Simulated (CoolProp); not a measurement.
Vapour-liquid equilibrium of methanol (1) + dimethyl carbonate (2) at 80.95 °C; x and y are mole fractions of (1).

Values from CoolProp's multi-fluid Helmholtz-energy mixture model, de Reuck 1993 and Zhou 2011; pair parameters Bell 2016.

```tsv
x	bubble pressure, mixture model (bar)	bubble pressure, Raoult's law (bar)	y, mixture model	y, Raoult's law
0.05	0.9454	0.8062	(withheld)	0.116
0.15	1.239	0.9185	0.456	0.306
0.25	1.445	1.031	(withheld)	0.454
0.35	(withheld)	1.143	0.638	0.574
0.45	1.696	1.255	0.687	0.671
0.55	1.772	1.368	0.728	0.753
0.65	1.830	1.480	(withheld)	0.823
0.75	1.873	1.592	(withheld)	0.882
0.85	1.899	1.705	0.863	0.934
0.95	1.895	1.817	(withheld)	0.979
```

Problem. What belongs in the gaps?

Solution. 
- 0.05, y, mixture model: 0.231
- 0.25, y, mixture model: 0.568
- 0.35, bubble pressure, mixture model (bar): 1.591
- 0.65, y, mixture model: 0.766
- 0.75, y, mixture model: 0.808
- 0.95, y, mixture model: 0.943

The largest gap from Raoult's law is +40.2 % in bubble pressure, at x = 0.25. y crosses x between x = 0.85 and 0.95: the model has an azeotrope there.

Pair parameters are fitted to limited data, so mixtures are less certain than the pure fluids.
